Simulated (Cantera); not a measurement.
A perfectly stirred reactor is fed with 0.978 % CO, 0.929 % O₂, 0.303 % H₂O, 97.8 % N₂, equivalence ratio 0.53, at 110000 Pa; it is held at 1473 K, and followed from long to short residence time.

Model: GRI-Mech 3.0 (53 species, 325 reactions), integrated in Cantera.

One state of this run: x CO = 0.00625; x O₂ = 0.00726; x H₂O = 0.00259; x O = 0.000785; x N₂O = 2.97e-7; x NO = 7.64e-7. x: mole fraction; the columns are a selection and need not sum to one.

Which value of τ (s) does it belong to?
A) 0.31
B) 0.026
C) 0.0021
D) 0.00091

D, 0.00091
